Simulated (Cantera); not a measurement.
Input: 1 mol Al, 3.3 mol Cl₂, 9.7 mol N₂, 0.31 mol BCl₃, at 673.15 K and 0.00240 bar.

These are equilibrium values from Cantera (NASA tables, ideal gas, pure condensed phases), not measurements of a reactor. Candidate condensed phases: Al, AlCl₃, AlN, B, BN; 17 gas species. Kinetics and transport are ignored.

Base state: N₂ 0.758, Cl₂ 0.141, AlCl₃ 0.0755, BCl₃ 0.0242, Al₂Cl₆ 0.00135 (mole fractions); condensed: gas only.

### Question
What changes in the equilibrium state with this change: temperature from 673.15 K to 1375 K?

### Answer
| species | before | after |
|---|---|---|
| N₂ | 0.758 | 0.710 |
| Cl | 2.18e-6 | 0.125 |
| AlCl₃ | 0.0755 | 0.0732 |
| Cl₂ | 0.141 | 0.0691 |
| BCl₃ | 0.0242 | 0.0227 |
| Al₂Cl₆ | 0.00135 | 3.21e-8 |
